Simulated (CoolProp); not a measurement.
A simple Rankine cycle with R124: condensing at 303.15 K, boiler at 1.31 MPa, turbine inlet 469 K, turbine efficiency 0.7, pump efficiency 0.7, no recuperator. Each further row changes one setting.

Model: reference Helmholtz-energy equation of state, de Vries 1995, in CoolProp.

```tsv
case	thermal efficiency (%)	net work (kJ/kg)	heat in (kJ/kg)	turbine exit temperature (K)	volume ratio over the turbine
as stated	6.6	18.8	283	442.9	2.90
condensing temperature 295.15 K	7.9	23.1	292	437.5	3.68
boiler pressure 0.917 MPa	4.6	13.0	286	452.0	2.03
turbine efficiency 0.6	5.7	16.0	283	445.9	2.92
```
